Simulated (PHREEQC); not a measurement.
## Metal-bearing waste water

A solution holds 0.0042 mol Pb(NO3)2, 0.56 mol NiCl2 and 0.00032 mol HCl per kg of water, at 83 °C. Closed to the air; pH follows from the charge balance.

All values are PHREEQC results (ion-association model, wateq4f.dat), not measurements.

The pH is 3.63 and the ionic strength is 1.03 mol/kgw. The activity of water is 0.978 and the total alkalinity is -0.320 meq/kg.

```csv
species,molality,activity,log γ
Cl-,0.724,0.408,-0.249
Ni+2,0.295,0.105,-0.449
NiCl+,0.139,0.108,-0.112
NiCl2,0.126,0.159,0.103
NO3-,0.00840,0.00433,-0.287
PbCl+,0.00303,0.00234,-0.112
PbCl2,0.000482,0.000611,0.103
PbCl3-,0.000346,0.000267,-0.112
H+,0.000322,0.000232,-0.143
PbCl4-2,0.000213,7.57e-5,-0.449
```

This is a speciation only: nothing precipitates in the calculation. The ionic strength is past about 0.7 mol/kgw, beyond the range of this activity model, so the values are rough. Constants without temperature data keep their 25 °C values here.
